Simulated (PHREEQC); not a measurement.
1.8 g of hydrous ferric oxide (600 m²/g; 0.2 weak and 0.005 strong sites per Fe, Dzombak-Morel constants, diffuse double layer) in 1 kg of water with 0.3 mol/kgw of an inert sodium salt and 0.0071 mol/kgw H3BO3, at 25 °C; the pH is set by adding NaOH or the inert anion's acid. Oxygen alone is held at its pressure in air (log pO2 = -0.68). No CO2 enters from the air. Precipitation was switched off in this run.

Computed with PHREEQC (ion-association model, wateq4f.dat).

```csv
pH,B sorbed (%),surface charge σ (C/m²),surface potential ψ (mV)
4,0.1,0.348,123
4.38,0.2,0.327,120
4.75,0.4,0.295,114
5.12,0.5,0.254,107
5.5,0.7,0.209,97
5.88,0.9,0.166,86
6.25,1.1,0.128,74
6.62,1.2,0.095,61
7,1.3,0.066,46
7.38,1.3,0.041,31
7.75,1.3,0.020,15
8.12,1.2,-0.001,0
8.5,1.0,-0.021,-17
8.88,0.8,-0.044,-33
9.25,0.5,-0.069,-47
9.62,0.2,-0.098,-61
10,0.1,-0.132,-75
```
